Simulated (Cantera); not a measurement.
A Cantera script and its output.

```python
import numpy as np
import cantera as ct

gas = ct.Solution("gri30.yaml")
gas.TPX = 1250, 820, {'N2O': 1, 'N2': 0.0083}
reactor = ct.IdealGasConstPressureReactor(gas, energy="off", clone=False)
net = ct.ReactorNet([reactor])
net.rtol, net.atol = 1e-08, 1e-18
show = ['N2O', 'O2', 'NO', 'NO2', 'O']
times = np.geomspace(4e-05, 7, 13)

steps = ct.SolutionArray(gas, extra=["t"])
rows = []
print(f"{'t/s':>10s}{'T/K':>9s}{'P/Pa':>11s}" + "".join(f"{s:>11s}" for s in show))
for t in times:
    while net.time < t:
        t_next = net.step()
        steps.append(gas.state, t=t_next)
    rows.append([np.interp(t, steps.t, y) for y in (steps.T, steps.P, *steps(*show).X.T)])
    print(f"{t:10.3e}{rows[-1][0]:9.1f}{rows[-1][1]:11.4g}" + "".join(f"{x:11.3e}" for x in rows[-1][2:]))
rate = np.gradient(steps.T, steps.t)
print("integrator steps:", len(steps.t))
if steps.T.max() > steps.T[0] + 200:
    print(f"time of steepest temperature rise: {steps.t[rate.argmax()]:.4e} s")
gas.TPX = 1250, 820, {'N2O': 1, 'N2': 0.0083}
gas.equilibrate("TP")
print(f"equilibrium (TP): T = {gas.T:.1f} K  " + "  ".join(f"{s} {gas[s].X[0]:.3e}" for s in show))
```

It prints:

```
       t/s      T/K       P/Pa        N2O         O2         NO        NO2          O
 4.000e-05   1250.0        820  9.918e-01  6.912e-09  1.993e-09  1.404e-19  2.414e-07
 1.094e-04   1250.0        820  9.918e-01  4.970e-08  1.433e-08  7.183e-18  6.249e-07
 2.992e-04   1250.0        820  9.918e-01  3.372e-07  9.722e-08  3.297e-16  1.479e-06
 8.181e-04   1250.0        820  9.918e-01  1.984e-06  5.718e-07  1.140e-14  2.830e-06
 2.237e-03   1250.0        820  9.917e-01  8.905e-06  2.567e-06  2.297e-13  3.755e-06
 6.119e-03   1250.0        820  9.917e-01  2.996e-05  8.636e-06  2.595e-12  3.860e-06
 1.673e-02   1250.0        820  9.915e-01  8.776e-05  2.530e-05  2.219e-11  3.860e-06
 4.576e-02   1250.0        820  9.909e-01  2.458e-04  7.085e-05  1.721e-10  3.860e-06
 1.251e-01   1250.0        820  9.894e-01  6.773e-04  1.952e-04  1.267e-09  3.860e-06
 3.422e-01   1250.0        820  9.854e-01  1.853e-03  5.342e-04  8.723e-09  3.860e-06
 9.360e-01   1250.0        820  9.745e-01  5.036e-03  1.452e-03  5.258e-08  3.860e-06
 2.560e+00   1250.0        820  9.455e-01  1.351e-02  3.893e-03  2.477e-07  3.859e-06
 7.000e+00   1250.0        820  8.718e-01  3.503e-02  1.010e-02  9.028e-07  3.858e-06
integrator steps: 444
equilibrium (TP): T = 1250.0 K  N2O 1.862e-09  O2 3.313e-01  NO 3.282e-04  NO2 4.992e-07  O 4.429e-07
```

Detailed kinetics in Cantera: GRI-Mech 3.0 (53 species, 325 reactions). GRI-Mech 3.0 was tuned for natural gas; its chemistry of N2O as a main component is partial and can be far from experiment. Radical loss at walls, strong at low pressure, is not modelled. The mechanism lacks the step 2 NO + O2 → 2 NO2, which can matter for NO2 below about 1400 K. The temperature is held fixed by assumption; the heat of reaction is taken as removed at once.
